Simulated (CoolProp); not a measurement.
Computed with CoolProp (reference Helmholtz-energy equation of state, Thol 2018).

**Question.** Give the vapour pressure (MPa), liquid cp (kJ/(kg K)), vapour Z of saturated hydrogen chloride at 215.7, 228.1, 244.5 K.

**Answer.** 
```json
[
 {"T (K)": "215.7", "p (MPa)": "0.389", "liquid cp (kJ/(kg K))": "1.69", "vapour Z": "0.927"},
 {"T (K)": "228.1", "p (MPa)": "0.637", "liquid cp (kJ/(kg K))": "1.73", "vapour Z": "0.900"},
 {"T (K)": "244.5", "p (MPa)": "1.13", "liquid cp (kJ/(kg K))": "1.79", "vapour Z": "0.854"}
]
```
